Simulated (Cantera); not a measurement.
## Pb + H2S + N2 (metals in furnace atmospheres)

Input: 1 mol Pb, a varied amount of H2S, 170 mol N2, at 750 Torr.

Equilibrium computed with Cantera from the NASA thermochemical tables; the gas is ideal and each condensed phase is pure. Candidate condensed phases: Pb, PbS, S; 18 gas species. Mutual solubility and eutectic melting of coexisting phases are not modelled. The numbers say what is thermodynamically allowed, not how fast it happens.

Stable condensed phases:

```
T in K \ n(H2S) in mol
         0.52 0.63 0.75  0.9  1.1  1.3  1.6  1.9  2.3
   1223     A    A    A    B    B    B    B    B    B
   1173     A    A    A    C    D    D    D    D    D
   1123     C    C    C    C    D    D    D    D    D
   1073     C    C    C    C    D    D    D    D    D
   1023     C    C    C    C    D    D    D    D    D
    973     C    C    C    C    D    D    D    D    D
    923     C    C    C    C    D    D    D    D    D
    873     C    C    C    C    D    D    D    D    D
    823     C    C    C    C    D    D    D    D    D
```

A: Pb; B: gas only; C: Pb + PbS; D: PbS.
